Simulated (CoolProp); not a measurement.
CH3F (R41) along the isotherm 425 K: density (kg/m³) from the reference equation and from simpler models built on Tc = 317.3 K, pc = 59.06 bar, ω = 0.200; each cubic takes its own stable root.

The numbers come from the reference Helmholtz-energy equation of state, Lemmon 2006 in CoolProp. It is a short technical equation, of lower accuracy than the large ones.

```tsv
p (bar)	phase	reference	van der Waals	Redlich-Kwong
8.86	gas	8.726	8.721	8.718
17.7	gas	17.83	17.82	17.80
26.6	gas	27.43	27.44	27.37
35.4	gas	37.36	37.44	37.27
44.3	gas	47.88	48.11	47.75
53.2	gas	58.90	59.41	58.74
62	supercritical	70.32	71.27	70.12
70.9	supercritical	82.40	84.04	82.16
79.7	supercritical	94.88	97.48	94.60
88.6	supercritical	108.1	111.9	107.7
```
